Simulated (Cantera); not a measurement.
An isothermal, constant-pressure homogeneous reactor starts with C₂H₆ : N₂ = 1 : 4.2 (molar parts), at 1798 K and 0.00140 bar.

Model: GRI-Mech 3.0 (53 species, 325 reactions), integrated in Cantera. GRI-Mech 3.0 stops at C3 and has no aromatics, soot or wall deposition, so with more carbon than oxygen in the feed, carbon stays in small species such as C2H2 where larger ones or solid carbon would form. Radical loss at walls, strong at low pressure, is not modelled.

x: mole fraction; the columns are a selection and need not sum to one.

| t (s) | x C₂H₆ | x CH₄ | x CH₂ | x C₂H₂ | x CH₃ | x H₂ |
|---|---|---|---|---|---|---|
| 2.00e-5 | 0.190 | 8.41e-6 | [?] | 1.23e-11 | 0.00307 | 6.53e-7 |
| 6.32e-5 | 0.186 | 8.26e-5 | [?] | 1.05e-9 | 0.00948 | 1.22e-5 |
| 0.000200 | 0.174 | 0.000774 | [?] | 1.70e-7 | 0.0274 | 0.000482 |
| 0.000632 | 0.128 | 0.00608 | [?] | 9.52e-5 | 0.0638 | 0.0118 |
| 0.00200 | 0.0270 | 0.0330 | [?] | 0.0107 | 0.0862 | 0.0698 |
| 0.00632 | 0.000204 | 0.0515 | [?] | 0.0763 | 0.0232 | 0.164 |
| 0.0200 | 2.51e-5 | 0.0453 | [?] | 0.110 | 0.00691 | 0.208 |
| 0.0632 | 7.82e-6 | 0.0380 | [?] | 0.122 | 0.00323 | 0.226 |
| 0.200 | 3.04e-6 | 0.0297 | [?] | 0.127 | 0.00186 | 0.239 |
| 0.632 | 1.22e-6 | 0.0190 | [?] | 0.131 | 0.00116 | 0.253 |
| 2.00 | 2.72e-7 | 0.00743 | [?] | 0.136 | 0.000587 | 0.267 |
| 6.32 | 1.44e-8 | 0.00117 | [?] | 0.138 | 0.000169 | 0.275 |
| 20.0 | 7.53e-11 | 5.78e-5 | [?] | 0.139 | 1.79e-5 | 0.275 |

### Question
What belongs in the gaps?

### Answer

- 2.00e-5, x CH₂: 3.20e-8
- 6.32e-5, x CH₂: 1.04e-6
- 0.000200, x CH₂: 2.29e-5
- 0.000632, x CH₂: 0.000143
- 0.00200, x CH₂: 0.000275
- 0.00632, x CH₂: 0.000109
- 0.0200, x CH₂: 2.75e-5
- 0.0632, x CH₂: 1.01e-5
- 0.200, x CH₂: 4.95e-6
- 0.632, x CH₂: 3.30e-6
- 2.00, x CH₂: 2.33e-6
- 6.32, x CH₂: 1.32e-6
- 20.0, x CH₂: 3.09e-7
